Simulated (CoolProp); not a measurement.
Chlorine along the isotherm 267.8 K: density (kg/m³) from the reference equation and from simpler models built on Tc = 416.9 K, pc = 7642 kPa, ω = 0.070; each cubic takes its own stable root.

Values from CoolProp's reference Helmholtz-energy equation of state, Thol 2021.

| p (kPa) | phase | reference |
|---|---|---|
| 955 | liquid | 1485 |
| 1910 | liquid | 1487 |
| 2870 | liquid | 1489 |
| 3820 | liquid | 1491 |
| 4780 | liquid | 1493 |
| 5730 | liquid | 1495 |
| 6690 | liquid | 1497 |
| 7640 | liquid | 1499 |
| 8600 | liquid | 1501 |
| 9550 | liquid | 1502 |
| 10500 | liquid | 1504 |
| 11500 | liquid | 1506 |

Problem. How far does each simpler model (van der Waals, Redlich-Kwong, Soave-Redlich-Kwong, Peng-Robinson) lie from the reference over these 12 states: mean and median of the absolute difference, and the worst?

Solution. 
- van der Waals: mean 41.3 %, median 36.2 %, worst -97.7 % at 267.8 K and 955 kPa
- Redlich-Kwong: mean 7.4 %, median 7.4 %, worst -7.7 % at 267.8 K and 955 kPa
- Soave-Redlich-Kwong: mean 7.4 %, median 7.4 %, worst -7.7 % at 267.8 K and 955 kPa
- Peng-Robinson: mean 4.5 %, median 4.5 %, worst +4.7 % at 267.8 K and 11500 kPa

At some of these states van der Waals gives the other phase, because its saturation line lies elsewhere.
